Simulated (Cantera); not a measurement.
Input (Python, Cantera):

```python
import numpy as np
import cantera as ct

surf = ct.Interface("ptcombust.yaml", "Pt_surf")
gas = surf.adjacent["gas"]
gas.TPX = 300, 18000, {'CH4': 0.026, 'O2': 0.052, 'N2': 0.79}
jet = ct.ImpingingJet(gas=gas, width=0.054, surface=surf)
jet.inlet.mdot, jet.inlet.T, jet.inlet.X = 0.069, 300, {'CH4': 0.026, 'O2': 0.052, 'N2': 0.79}
jet.set_refine_criteria(ratio=10, slope=0.2, curve=0.3)
show, cover = ['CH4', 'O2', 'H2O', 'OH', 'CO', 'CO2'], ["PT(S)", "H(S)", "O(S)", "OH(S)", "CO(S)", "C(S)"]

rows = []
print(f"{'Ts/K':>7s}" + "".join(f"{s:>11s}" for s in show + cover) + "   (gas at the wall, coverages)")
for i, Ts in enumerate([950, 1000, 1050, 1100, 1150, 1200, 1250]):
    jet.surface.T = Ts
    if i == 0:
        surf.TP = Ts, 18000
        surf.coverages = "PT(S):0.5, O(S):0.5"
        surf.advance_coverages(1.0)
        jet.set_initial_guess(products="inlet")
    jet.solve(loglevel=0, auto=(i == 0))
    rows.append([*(jet.X[gas.species_index(s), -1] for s in show), *surf[cover].coverages])
    print(f"{Ts:7g}" + "".join(f"{x:11.3e}" for x in rows[-1]))
```

Result:

```
   Ts/K        CH4         O2        H2O         OH         CO        CO2      PT(S)       H(S)       O(S)      OH(S)      CO(S)       C(S)   (gas at the wall, coverages)
    950  5.173e-03  7.461e-03  4.601e-02  6.352e-08  3.812e-06  3.039e-02  4.046e-01  6.584e-07  5.929e-01  2.416e-03  1.528e-05  7.309e-08
   1000  8.617e-04  5.358e-04  5.366e-02  1.852e-09  4.171e-03  3.079e-02  9.581e-01  2.443e-04  1.153e-04  4.701e-05  4.123e-02  2.977e-04
   1050  8.445e-04  5.404e-04  5.346e-02  5.074e-09  4.102e-03  3.086e-02  9.792e-01  2.992e-04  1.303e-04  4.259e-05  2.015e-02  1.849e-04
   1100  8.479e-04  5.557e-04  5.316e-02  1.319e-08  3.870e-03  3.110e-02  9.895e-01  3.424e-04  1.561e-04  4.007e-05  9.865e-03  1.118e-04
   1150  8.606e-04  5.762e-04  5.276e-02  3.258e-08  3.503e-03  3.148e-02  9.945e-01  3.726e-04  1.959e-04  3.893e-05  4.858e-03  6.639e-05
   1200  8.777e-04  5.991e-04  5.228e-02  7.697e-08  3.037e-03  3.198e-02  9.969e-01  3.890e-04  2.565e-04  3.898e-05  2.398e-03  3.873e-05
   1250  8.968e-04  6.231e-04  5.178e-02  1.749e-07  2.522e-03  3.252e-02  9.980e-01  3.920e-04  3.488e-04  4.014e-05  1.182e-03  2.221e-05
```

Detailed kinetics in Cantera: Deutschmann's 1995 Pt surface mechanism with GRI-Mech 3.0 gas chemistry. Catalytic surfaces can have several steady states; this one follows from the mechanism file's or the stated starting coverage.
